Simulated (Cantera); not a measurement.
Low-pressure radical oxidation in H2/O2

An isothermal, constant-pressure homogeneous reactor starts with 1.17 % H₂, 97.9 % O₂, 0.949 % H₂O, equivalence ratio 0.0060, at 998 K and 0.0267 bar.

Cantera simulation using the H2/O2 subset of GRI-Mech 3.0, which has no nitrogen chemistry; the numbers are that mechanism's predictions, not measurements. Radical loss at walls, strong at low pressure, is not modelled.

```tsv
t (s)	x H₂	x O₂	x HO₂	x OH	x H₂O
0.000300	0.0117	0.979	6.55e-11	4.63e-11	0.00949
0.000726	0.0117	0.979	1.65e-10	1.89e-10	0.00949
0.00176	0.0117	0.979	5.21e-10	1.96e-9	0.00949
0.00425	0.0117	0.979	2.92e-8	3.56e-7	0.00949
0.0103	0.00279	0.973	9.02e-6	0.00110	0.0173
0.0249	6.85e-5	0.977	4.04e-6	0.000290	0.0211
0.0602	1.27e-5	0.978	1.88e-6	0.000130	0.0213
0.146	2.38e-6	0.979	7.16e-7	5.82e-5	0.0213
0.353	4.25e-7	0.979	2.27e-7	2.63e-5	0.0214
0.854	8.03e-8	0.979	6.63e-8	1.26e-5	0.0214
2.07	1.76e-8	0.979	2.00e-8	6.46e-6	0.0214
5.00	4.69e-9	0.979	6.53e-9	3.55e-6	0.0214
```
x: mole fraction; the columns are a selection and need not sum to one.

Equilibrium at this temperature and pressure: H₂ 1.10e-11, O₂ 0.979, HO₂ 5.34e-10, OH 1.86e-7, H₂O 0.0214 (gas phase only).
